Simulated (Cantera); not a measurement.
Input: 1 mol Si3N4, 0.046 mol N2, held at 1950 K and 0.460 bar.

Method: chemical equilibrium by Gibbs-energy minimisation in Cantera with the NASA 1993 tables (ideal gas, pure condensed phases). Candidate condensed phases: Si, Si3N4; 7 gas species. Kinetics and transport are ignored.

Base state: N2 1.000, Si 1.66e-5 (mole fractions); condensed: Si3N4(s).

**Question.** What changes in the equilibrium state with this change: temperature from 1950 K to 2348 K?

**Answer.** 
```csv
species,before,after
N2,1.000,0.996
Si,1.66e-5,0.00307
SiN,3.32e-6,0.000268
Si3,3.46e-9,1.18e-5
Si2,4.90e-8,6.44e-5
Si2N,1.47e-6,0.000264
"Si3N4(s), mol",1.00,0
"Si(l), mol",0,2.99
```
The tables' values for SiN are old estimates; treat these amounts as uncertain.
